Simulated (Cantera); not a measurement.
A perfectly stirred reactor is fed with 4.12 % CH₄, 18.8 % O₂, 70.5 % N₂, 6.60 % H₂O, at 400000 Pa; it is adiabatic with a 673 K inlet, and is followed from long to short residence time, starting on the burning branch (τ in s: 0.18, 0.08, 0.036, 0.016, 0.0072, 0.0032, 0.0014, 0.00065, 0.00029, 0.00013, 5.8e-05).

Detailed kinetics in Cantera: GRI-Mech 3.0 (53 species, 325 reactions).

One state of this run: T (K) = 1588; x CH₄ = 5.05e-5; x O₂ = 0.105; x H₂O = 0.148; x HCN = 1.86e-9; x HO₂ = 5.93e-6; x C₂H₂ = 5.30e-8; x H = 2.37e-6. x: mole fraction; the columns are a selection and need not sum to one.

Q: Which value of τ (s) does it belong to?
A. 0.0072
B. 0.00065
C. 0.0014
D. 0.016

A: D, 0.016
